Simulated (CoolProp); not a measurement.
Methanol at 298.15 K and 0.00712 MPa flows at 1.4 m/s in a round tube of 4.6 mm bore and 45 µm roughness, fully developed (64/Re and Nu = 3.66 if laminar; Colebrook and Gnielinski if turbulent). Each further row changes one setting.

Model: reference Helmholtz-energy equation of state, de Reuck 1993, in CoolProp.

```csv
case,Reynolds number,Darcy friction factor,pressure drop (Pa/m),heat-transfer coefficient (W/(m² K)),mass flow (kg/h)
as stated,61.8,1.04,?,12.0,0.00775
velocity 2.8 m/s,124,0.518,40.8,12.0,?
diameter 9.2 mm,124,0.518,5.10,6.01,?
```

Problem. What belongs in the gaps?

Solution. 
- as stated, pressure drop (Pa/m): 20.4
- velocity 2.8 m/s, mass flow (kg/h): 0.0155
- diameter 9.2 mm, mass flow (kg/h): 0.0310

Viscosity comes from a separate model (Xiang 2006). Thermal conductivity comes from a separate model (Sykioti 2013).
